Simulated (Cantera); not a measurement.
An adiabatic, constant-volume homogeneous reactor starts with 5.87 % CH4, 2.70 % H2, 20.8 % O2, 70.4 % N2, 0.293 % C2H6, at 975 K and 100000 Pa.

Model: GRI-Mech 3.0 (53 species, 325 reactions), integrated in Cantera. Below about 1000 K GRI-Mech 3.0 lacks low-temperature oxidation paths.

### Question
Predict: time of steepest temperature rise; temperature at 0.300 s; equilibrium temperature; x(H2) at 0.300 s; x(O2) at 0.300 s; x(HCO) at 0.300 s; x(NO) at 0.300 s; x(CO2) at 0.300 s.

### Answer
```
Property                                                             Value
---------------------------------  ---------------------------------------
time of steepest temperature rise                                  34.8 ms
temperature at 0.300 s                                              2608 K
equilibrium temperature                                             2608 K
x(H2) at 0.300 s                   0.00348 (gas-phase equilibrium 0.00348)
x(O2) at 0.300 s                     0.0608 (gas-phase equilibrium 0.0608)
x(HCO) at 0.300 s                  4.15e-9 (gas-phase equilibrium 4.15e-9)
x(NO) at 0.300 s                     0.0140 (gas-phase equilibrium 0.0140)
x(CO2) at 0.300 s                    0.0556 (gas-phase equilibrium 0.0556)
```
